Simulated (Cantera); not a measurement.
**BN + O2 (nitride etching)**

Charge: 1 mol BN, a varied amount of O2, at 802 °C and 3.83 Torr.

These are equilibrium values from Cantera (NASA tables, ideal gas, pure condensed phases), not measurements of a reactor. Candidate condensed phases: B, BN, B2O3; 17 gas species. Mutual solubility and eutectic melting of coexisting phases are not modelled. Kinetics and transport are ignored.

From 0.37 mol O2 to 0.61 mol O2 the condensed part is BN(s) + B2O3(l). From 0.79 mol O2 to 1.7 mol O2 the condensed part is B2O3(l). The main B-bearing gas is B2O3 throughout.

```tsv
n(O2) (mol)	log p N2	log p O2	log p NO	log p NO2	log p B2O3	log p O	n BN(s)	n B2O3(l)
0.37	-2.29	<-14	<-14	<-14	-10.03	<-14	0.507	0.247
0.48	-2.29	<-14	<-14	<-14	-10.03	<-14	0.360	0.320
0.61	-2.29	<-14	<-14	<-14	-10.03	<-14	0.187	0.407
0.79	-2.33	-3.42	-6.66	-9.51	-10.03	-10.59	0	0.500
1	-2.47	-2.77	-6.40	-8.92	-10.03	-10.27	0	0.500
1.3	-2.61	-2.57	-6.37	-8.80	-10.03	-10.17	0	0.500
1.7	-2.75	-2.48	-6.40	-8.77	-10.03	-10.12	0	0.500
```
log p: log10 of the partial pressure in bar; n: condensed amount in mol.
